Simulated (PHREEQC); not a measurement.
## Metal-bearing waste water (model solution)

Solution (25 °C): 36 mmol/kgw Pb(NO3)2, 0.053 mmol/kgw NaF and 12 mmol/kgw NaCl. Closed to the air; pH follows from the charge balance.

Model: ion-association model, wateq4f.dat, run in PHREEQC.

Precipitation was switched off in this run.

### Question
Predict the pH, ionic strength.

### Answer
pH 4.68; ionic strength 0.0970 mol/kgw.

### Question
In which forms is F present?

### Answer
F- 84 %, PbF+ 13 %, HF 2.0 % of the F.

Examples of supersaturated solids here: Matlockite. Others may be too.
